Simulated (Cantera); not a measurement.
Input: 1 mol NiS, 260 mol H2, at 143 Torr.

Equilibrium computed with Cantera from the NASA thermochemical tables; the gas is ideal and each condensed phase is pure. Candidate condensed phases: Ni, NiS, NiS2, Ni3S2, Ni3S4, S; 9 gas species. Metal and sulfide melt together well below either melting point, which pure phases cannot show. Gases not in the tables: S3 to S7. The numbers say what is thermodynamically allowed, not how fast it happens.

x: gas mole fraction; n: condensed amount in mol.

```tsv
T (K)	x H2	x H2S	x H	x Ni	x SH	x S2	n Ni3S2(s)	n Ni(s)	n Ni(l)
773	0.999	0.00128	2.08e-12	<1e-12	5.39e-11	<1e-12	0.333	0	0
873	0.999	0.00139	1.07e-10	<1e-12	1.09e-9	2.41e-11	0.319	0.0438	0
973	0.997	0.00281	2.48e-9	<1e-12	2.25e-8	1.25e-9	0.134	0.597	0
1073	0.996	0.00385	3.21e-8	<1e-12	2.05e-7	1.85e-8	0	1.00	0
1173	0.996	0.00384	2.70e-7	2.14e-11	9.89e-7	1.04e-7	0	1.00	0
1273	0.996	0.00384	1.63e-6	6.48e-10	3.73e-6	4.45e-7	0	1.00	0
1373	0.996	0.00383	___	___	___	___	0	1.000	0
1473	0.996	0.00381	___	___	___	___	0	1.000	0
1573	0.996	0.00375	9.31e-5	1.29e-6	7.10e-5	1.11e-5	0	1.000	0
1673	0.996	0.00365	0.000261	8.78e-6	0.000147	2.40e-5	0	0.997	0
1773	0.996	0.00347	0.000651	4.63e-5	0.000272	4.54e-5	0	0	0.987
1873	0.995	0.00319	0.00148	0.000197	0.000455	7.44e-5	0	0	0.945
1973	0.992	0.00283	0.00308	0.000717	0.000689	0.000106	0	0	0.801
```

What belongs in the gaps?


- 1373, x H: 7.62e-6
- 1373, x Ni: 1.19e-8
- 1373, x SH: 1.16e-5
- 1373, x S2: 1.54e-6
- 1473, x H: 2.90e-5
- 1473, x Ni: 1.46e-7
- 1473, x SH: 3.06e-5
- 1473, x S2: 4.46e-6
